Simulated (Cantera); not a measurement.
# B₂O₃ + H₂ + O₂ (boron, boron nitride and boron oxide)

Feed: 1 mol B₂O₃, 12 mol H₂, 0.48 mol O₂, equilibrated at 1100 °C.

Method: chemical equilibrium by Gibbs-energy minimisation in Cantera with the NASA 1993 tables (ideal gas, pure condensed phases). Candidate condensed phases: B, B₂O₃, B₃O₃H₃, H₂O; 23 gas species. Gases not in the tables: H₃BO₃. Kinetics and transport are ignored.

From 10.0 Pa to 1.00 bar the condensed part is B₂O₃(l). The share of B in condensed phases is highest at 1.00 bar (98.5 %) and lowest at 10.0 Pa (15.4 %).

```json
[
 {"P (Pa)": "10", "log p H₂": "-4.07", "log p HBO₂": "-4.98", "log p H₂O": "-5.65", "log p B₂O₃": "-5.90", "log p HBO": "-7.03", "log p H": "-7.51", "log p (HBO₂)₃": "-10.66", "n B₂O₃(l)": "0.154"},
 {"P (Pa)": "28", "log p H₂": "-3.61", "log p HBO₂": "-4.65", "log p H₂O": "-4.99", "log p B₂O₃": "-5.90", "log p HBO": "-6.90", "log p H": "-7.28", "log p (HBO₂)₃": "-9.67", "n B₂O₃(l)": "0.435"},
 {"P (Pa)": "77", "log p H₂": "-3.16", "log p HBO₂": "-4.36", "log p H₂O": "-4.42", "log p B₂O₃": "-5.90", "log p HBO": "-6.74", "log p H": "-7.06", "log p (HBO₂)₃": "-8.81", "n B₂O₃(l)": "0.629"},
 {"P (Pa)": "220", "log p H₂": "-2.70", "log p HBO₂": "-4.09", "log p H₂O": "-3.88", "log p B₂O₃": "-5.90", "log p HBO": "-6.55", "log p H": "-6.83", "log p (HBO₂)₃": "-8.00", "n B₂O₃(l)": "0.767"},
 {"P (Pa)": "600", "log p H₂": "-2.26", "log p HBO₂": "-3.85", "log p H₂O": "-3.39", "log p B₂O₃": "-5.90", "log p HBO": "-6.35", "log p H": "-6.61", "log p (HBO₂)₃": "-7.27", "n B₂O₃(l)": "0.853"},
 {"P (Pa)": "1700", "log p H₂": "-1.81", "log p HBO₂": "-3.61", "log p H₂O": "-2.91", "log p B₂O₃": "-5.90", "log p HBO": "-6.14", "log p H": "-6.38", "log p (HBO₂)₃": "-6.55", "n B₂O₃(l)": "0.911"},
 {"P (Pa)": "4600", "log p H₂": "-1.38", "log p HBO₂": "-3.38", "log p H₂O": "-2.46", "log p B₂O₃": "-5.90", "log p HBO": "-5.93", "log p H": "-6.16", "log p (HBO₂)₃": "-5.88", "n B₂O₃(l)": "0.945"},
 {"P (Pa)": "13000", "log p H₂": "-0.92", "log p HBO₂": "-3.15", "log p H₂O": "-2.00", "log p B₂O₃": "-5.90", "log p HBO": "-5.71", "log p H": "-5.94", "log p (HBO₂)₃": "-5.18", "n B₂O₃(l)": "0.966"},
 {"P (Pa)": "36000", "log p H₂": "-0.48", "log p HBO₂": "-2.93", "log p H₂O": "-1.55", "log p B₂O₃": "-5.90", "log p HBO": "-5.49", "log p H": "-5.72", "log p (HBO₂)₃": "-4.51", "n B₂O₃(l)": "0.979"},
 {"P (Pa)": "100000", "log p H₂": "-0.04", "log p HBO₂": "-2.70", "log p H₂O": "-1.10", "log p B₂O₃": "-5.90", "log p HBO": "-5.27", "log p H": "-5.49", "log p (HBO₂)₃": "-3.84", "n B₂O₃(l)": "0.985"}
]
```
log p: log10 of the partial pressure in bar; n: condensed amount in mol.
